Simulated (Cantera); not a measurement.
# C2H2 + H2O + N2 (carbon deposition, reforming and gasification)

A closed system holds: 1 mol C2H2, 0.2 mol H2O, 9.4 mol N2, equilibrated at 627 °C.

These are equilibrium values from Cantera (NASA tables, ideal gas, pure condensed phases), not measurements of a reactor. Candidate condensed phases: C, C6H6, C7H8, C8H18, H2O; 136 gas species. The ideal-gas law is rough above about 30 bar. The numbers say what is thermodynamically allowed, not how fast it happens.

```csv
P (Pa),x N2,x H2,x CH4,x CO,x H2O,n C(graphite)
10,0.870,0.111,3.85e-7,0.0185,4.99e-7,1.80
160,0.870,0.111,6.16e-6,0.0185,7.98e-6,1.80
2500,0.871,0.111,9.58e-5,0.0183,0.000123,1.80
40000,0.874,0.107,0.00143,0.0158,0.00164,1.81
630000,0.890,0.0798,0.0125,0.00698,0.00853,1.78
10000000,0.914,0.0331,0.0342,0.00177,0.0142,1.61
```
x: gas mole fraction; n: condensed amount in mol.

From 0.000100 bar to 100 bar the condensed part is C(graphite). The main C-bearing gas is CO at 0.000100 bar and CH4 at 100 bar. The share of C in condensed phases is highest at 0.400 bar (90.4 %) and lowest at 100 bar (80.6 %).
